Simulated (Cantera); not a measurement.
Source: NASA polynomial tables (part measured, part estimated), evaluated in Cantera. Values are per mole of reaction as written; species without (g) are pure solids or liquids, kept so even where they would boil at 1 bar. VN: taken at fixed stoichiometry.

Problem. Between 300 and 750 K, where is each reaction favourable under standard conditions?
- 2 VN + 8 V₂O₅ ⇌ 9 V₂O₄ + 2 NO₂(g)

Solution. 
- 2 VN + 8 V₂O₅ ⇌ 9 V₂O₄ + 2 NO₂(g): ΔG° is -25 kJ at 300 K and -254 kJ at 750 K; it stays negative (K > 1). ΔH° is 140 kJ and ΔS° 525 J/K at 750 K.
